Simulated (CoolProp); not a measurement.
Vapour-liquid equilibrium of R125 (1) + isobutane (2) at 8.99 bar; x and y are mole fractions of (1).

Model: multi-fluid Helmholtz-energy mixture model, Lemmon 2005 and Bücker 2006; pair parameters Bell 2016, in CoolProp.

```tsv
x	bubble temperature (K)	y at the bubble point	dew temperature at overall composition x (K)	liquid density (mol/L)
0.05	323.0	0.237	332.3	8.877
0.2	301.4	0.593	324.9	9.369
0.35	292.1	0.717	316.8	9.601
0.5	287.7	0.775	307.7	9.745
0.65	285.3	0.816	297.2	___
0.8	283.6	___	___	10.13
0.95	282.7	0.951	282.7	10.48
```

Q: Some entries are withheld; supply them.

A: 
- 0.65, liquid density (mol/L): 9.898
- 0.8, y at the bubble point: 0.864
- 0.8, dew temperature at overall composition x (K): 286.2

No azeotrope shows between x = 0.05 and 0.95.

The pair parameters rest on a limited set of measurements; away from them the model extrapolates. With so large a gap from Raoult's law the liquid may split in two, which this calculation doesn't test in full.
